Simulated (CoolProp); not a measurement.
Properties of CHF3 (R23) along the isobar 490 kPa.

Values from CoolProp's reference Helmholtz-energy equation of state, Penoncello 2003.

```json
[
 {"T (K)": "210", "phase": "liquid", "density (kg/m³)": "1372", "isothermal compressibility (1/MPa)": "0.002486"},
 {"T (K)": "239.4", "phase": "gas", "density (kg/m³)": "18.88", "isothermal compressibility (1/MPa)": "2.254"},
 {"T (K)": "268.9", "phase": "gas", "density (kg/m³)": "16.25", "isothermal compressibility (1/MPa)": "2.166"},
 {"T (K)": "298.3", "phase": "gas", "density (kg/m³)": "14.38", "isothermal compressibility (1/MPa)": "2.124"},
 {"T (K)": "327.8", "phase": "gas", "density (kg/m³)": "12.94", "isothermal compressibility (1/MPa)": "2.099"},
 {"T (K)": "357.2", "phase": "gas", "density (kg/m³)": "11.79", "isothermal compressibility (1/MPa)": "2.082"},
 {"T (K)": "386.7", "phase": "gas", "density (kg/m³)": "10.83", "isothermal compressibility (1/MPa)": "2.071"},
 {"T (K)": "416.1", "phase": "gas", "density (kg/m³)": "10.03", "isothermal compressibility (1/MPa)": "2.064"},
 {"T (K)": "445.6", "phase": "gas", "density (kg/m³)": "9.337", "isothermal compressibility (1/MPa)": "2.058"},
 {"T (K)": "475", "phase": "gas", "density (kg/m³)": "8.741", "isothermal compressibility (1/MPa)": "2.053"}
]
```
